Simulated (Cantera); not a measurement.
Input (Python, Cantera) and output of one run.

```python
import numpy as np
import cantera as ct

gas_names = """
    CL CL2 H HCL H2 N NH NH2 NH3 N2 N2H2 N2H4 Si SiCL SiCL2 SiCL3 SiCL4 SiH SiHCL3 SiH2 SiH2CL2 SiH3
    SiH3CL SiH4 SiN Si2 Si2N Si3
""".split()
cond_names = """
    NH4CL(a) NH4CL(b) Si(cr) Si(L) Si3N4(a)
""".split()


# ... load() reads the species with a 1 bar reference pressure and builds the phases ...
atoms = {
    'Si': {'Si': 1},
    'HCl': {'H': 1, 'CL': 1},
    'N2': {'N': 2},
}
top_T = {'Si3N4(a)': 2400}  # K; cautious upper limits of use, not melting points


# ... equilibrate(T, P, feed) seeds the gas with the atoms and calls Mixture.equilibrate('TP', solver="vcs", rtol=1e-11, max_steps=5000) ...
results = []
feed = {'Si': 1, 'HCl': 21, 'N2': 73}  # mol
T = 1723.15  # K
P = 1333.22  # Pa
mix = equilibrate(T, P, feed)
results.append((T, P, feed, dict(zip(mix.species_names, mix.species_moles))))
print(gas.report(threshold=0.001))
for i in range(1, mix.n_phases):
    print(f"{mix.phase(i).name:16s} {mix.phase_moles(i):12.5e} mol")
```

Output:

```
       temperature   1723.2 K
          pressure   1333.2 Pa
           density   0.0028098 kg/m^3
  mean mol. weight   30.195 kg/kmol
   phase of matter   gas

                          1 kg             1 kmol
                     ---------------   ---------------
          enthalpy        8.6575e+05        2.6141e+07  J
   internal energy        3.9126e+05        1.1814e+07  J
           entropy            9520.5        2.8747e+05  J/K
    Gibbs function        -1.554e+07       -4.6921e+08  J
 heat capacity c_p            1176.3             35519  J/K
 heat capacity c_v            900.97             27204  J/K

                      mass frac. Y      mole frac. X     chem. pot. / RT
                     ---------------   ---------------   ---------------
                CL         0.0025317         0.0021564           -24.359
               HCL           0.23896           0.19791           -38.211
                H2        0.00084394           0.01264           -27.705
                N2            0.7204           0.77648            -31.02
             SiCL2          0.029378         0.0089617            -60.81
             SiCL3         0.0058302         0.0013095           -85.169
     [  +22 minor]         0.0020537        0.00054466

Si(L)             0.00000e+00 mol
Si3N4(a)          0.00000e+00 mol
```

Equilibrium computed with Cantera from the NASA thermochemical tables; the gas is ideal and each condensed phase is pure. The tables' values for SiCl3 are old estimates; treat these amounts as uncertain.
